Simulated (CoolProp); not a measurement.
Vapour-liquid equilibrium of hydrogen sulfide (1) + n-pentane (2) at 1.85 °C; x and y are mole fractions of (1).

Computed with CoolProp (multi-fluid Helmholtz-energy mixture model, Lemmon 2006 and Thol 2019; pair parameters Kunz 2012).

```csv
x,"bubble pressure, mixture model (MPa)","bubble pressure, Raoult's law (MPa)","y, mixture model","y, Raoult's law"
0.05,0.09533,0.07974,0.728,0.683
0.2,0.3400,0.2392,0.930,0.911
0.35,0.5543,0.3986,0.961,0.957
0.5,0.6972,0.5581,0.972,0.976
0.65,0.7966,0.7176,0.979,0.987
0.8,0.8977,0.8770,0.986,0.994
0.95,1.034,1.036,0.996,0.999
```

The largest gap from Raoult's law is +42.1 % in bubble pressure, at x = 0.2. No azeotrope shows between x = 0.05 and 0.95.

The pair parameters rest on a limited set of measurements; away from them the model extrapolates.
